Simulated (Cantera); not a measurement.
N2O furnace oxynitridation

A perfectly stirred reactor is fed with N₂O : H₂ : N₂ = 1 : 0.018 : 8.3 (molar parts), at 31.5 Torr; it is held at 1250 K, and followed from long to short residence time.

Model: GRI-Mech 3.0 (53 species, 325 reactions), integrated in Cantera. GRI-Mech 3.0 was tuned for natural gas; its chemistry of N2O as a main component is partial and can be far from experiment. Radical loss at walls, strong at low pressure, is not modelled. The mechanism lacks the step 2 NO + O2 → 2 NO2, which can matter for NO2 below about 1400 K. The temperature is held fixed by assumption; the heat of reaction is taken as removed at once.

| τ (s) | x N₂O | x H₂ | x H | x NO | x NO₂ | x HO₂ |
|---|---|---|---|---|---|---|
| 0.98 | 0.0989 | 0.000128 | 2.41e-7 | 0.000724 | 9.32e-6 | 2.75e-7 |
| 0.46 | 0.102 | 0.000229 | 4.65e-7 | 0.000351 | 5.33e-6 | 5.01e-7 |
| 0.21 | 0.104 | 0.000402 | 8.97e-7 | 0.000166 | 2.30e-6 | 7.61e-7 |
| 0.098 | 0.105 | 0.000663 | 1.57e-6 | 8.54e-5 | 8.56e-7 | 9.07e-7 |
| 0.046 | 0.106 | 0.00102 | 2.38e-6 | 4.67e-5 | 3.07e-7 | 9.01e-7 |
| 0.021 | 0.107 | 0.00143 | 2.84e-6 | 2.40e-5 | 1.04e-7 | 7.86e-7 |
| 0.0098 | 0.107 | 0.00173 | 2.44e-6 | 1.06e-5 | 2.94e-8 | 5.90e-7 |
| 0.0046 | 0.107 | 0.00187 | 1.55e-6 | 3.89e-6 | 4.32e-9 | 3.15e-7 |
| 0.0021 | 0.107 | 0.00192 | 7.54e-7 | 1.23e-6 | 2.37e-10 | 9.48e-8 |
| 0.00098 | 0.107 | 0.00193 | 3.15e-7 | 3.81e-7 | 7.60e-12 | 1.90e-8 |
| 0.00045 | 0.107 | 0.00193 | 1.13e-7 | 1.07e-7 | <1e-12 | 2.77e-9 |
x: mole fraction; the columns are a selection and need not sum to one.
